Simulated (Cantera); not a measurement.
**Gas activation for diamond growth**

An isothermal, constant-pressure homogeneous reactor starts with 0.941 % CH₄, 99.0 % H₂, 0.0337 % N₂, at 2323 K and 18.8 Torr.

Model: GRI-Mech 3.0 (53 species, 325 reactions), integrated in Cantera. GRI-Mech 3.0 stops at C3 and has no aromatics, soot or wall deposition, so with more carbon than oxygen in the feed, carbon stays in small species such as C2H2 where larger ones or solid carbon would form. Radical loss at walls, strong at low pressure, is not modelled.

```csv
t (s),x CH₄,x H₂,x H,x C₂H,x CH₂
8.00e-5,0.00930,0.990,0.000471,<1e-12,7.45e-8
0.000208,0.00916,0.989,0.00125,9.35e-12,4.41e-7
0.000541,0.00882,0.987,0.00322,7.66e-10,2.62e-6
0.00141,0.00790,0.982,0.00800,4.13e-8,1.35e-5
0.00366,0.00518,0.975,0.0167,9.72e-7,3.73e-5
0.00953,0.00152,0.969,0.0249,4.25e-6,2.65e-5
0.0248,0.000301,0.963,0.0316,6.78e-6,8.99e-6
0.0645,6.11e-5,0.956,0.0389,8.74e-6,2.85e-6
0.168,1.33e-5,0.946,0.0494,1.13e-5,1.03e-6
0.437,5.28e-6,0.933,0.0617,1.42e-5,6.52e-7
1.14,4.37e-6,0.929,0.0667,1.54e-5,6.36e-7
2.96,4.34e-6,0.928,0.0669,1.54e-5,6.36e-7
7.69,4.34e-6,0.928,0.0669,1.54e-5,6.36e-7
20.0,4.34e-6,0.928,0.0669,1.54e-5,6.36e-7
```
x: mole fraction; the columns are a selection and need not sum to one.

Equilibrium at this temperature and pressure: CH₄ 4.27e-6, H₂ 0.928, H 0.0669, C₂H 1.46e-5, CH₂ 6.26e-7 (gas phase only).
